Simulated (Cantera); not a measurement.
An isothermal, constant-pressure homogeneous reactor starts with 63.7 % CH4, 36.3 % CO2, at 1473 K and 0.138 atm.

Computed with Cantera and GRI-Mech 3.0 (53 species, 325 reactions). GRI-Mech 3.0 stops at C3 and has no aromatics, soot or wall deposition, so with more carbon than oxygen in the feed, carbon stays in small species such as C2H2 where larger ones or solid carbon would form.

One state of this run: x CH4 = 0.364; x CO2 = 0.259; x CH2 = 5.76e-9; x CH2CO = 7.52e-6; x HCO = 5.80e-10; x CO = 0.0454. x: mole fraction; the columns are a selection and need not sum to one.

### Question
Which value of t (s) does it belong to?
A. 5.90e-6
B. 1.46
C. 0.00121
D. 300

### Answer
B, 1.46
